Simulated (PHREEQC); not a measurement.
Consider water at 25 °C with 0.065 mol/kgw H3PO4 and 0.0004 mol/kgw NaF. Closed to the air; pH follows from the charge balance.

The numbers come from PHREEQC with the ion-association model, phreeqc.dat.

```json
{
  "pH": "1.76",
  "ionic_strength": "0.0201 mol/kgw",
  "specific_conductance": "6840 µS/cm",
  "total_alkalinity": "-65.0 meq/kg"
}
```

```tsv
species	molality	activity	log γ
H3PO4	0.0450	0.0452	0.002
H2PO4-	0.0200	0.0175	-0.058
H+	0.0197	0.0175	-0.051
Na+	0.000400	0.000349	-0.059
HF	0.000383	0.000385	0.002
F-	1.69e-5	1.47e-5	-0.062
HPO4-2	1.07e-7	6.23e-8	-0.234
HF2-	2.49e-8	2.17e-8	-0.060
NaF	2.93e-9	2.95e-9	0.002
```

This is a speciation only: nothing precipitates in the calculation.
